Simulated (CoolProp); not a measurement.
The numbers come from the reference Helmholtz-energy equation of state, Akasaka 2022 in CoolProp.

For R1233zd(E), give the phase and the Joule-Thomson coefficient (K/MPa) at 450 K and 0.0161 MPa; 450 K and 0.629 MPa.


- 450 K and 0.0161 MPa: gas; Joule-Thomson coefficient 9.25
- 450 K and 0.629 MPa: gas; Joule-Thomson coefficient 9.87
